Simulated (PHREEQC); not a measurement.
0.022 g of hydrous ferric oxide (600 m²/g; 0.2 weak and 0.005 strong sites per Fe, Dzombak-Morel constants, diffuse double layer) in 1 kg of water with 0.05 mol/kgw of an inert sodium salt, at 25 °C; the pH is set by adding NaOH or the inert anion's acid. Oxygen alone is held at its pressure in air (log pO2 = -0.68). No CO2 enters from the air. No solid was allowed to form.

Model: ion-association model, wateq4f.dat, run in PHREEQC.

| pH | surface charge σ (C/m²) | surface potential ψ (mV) |
|---|---|---|
| 4 | 0.294 | 160 |
| 4.5 | 0.238 | 149 |
| 5 | 0.181 | 135 |
| 5.5 | 0.130 | 118 |
| 6 | 0.089 | 99 |
| 6.5 | 0.058 | 78 |
| 7 | 0.034 | 56 |
| 7.5 | 0.017 | 31 |
| 8 | 0.003 | 6 |
| 8.5 | -0.010 | -20 |
| 9 | -0.026 | -45 |
| 9.5 | -0.046 | -69 |
| 10 | -0.074 | -90 |
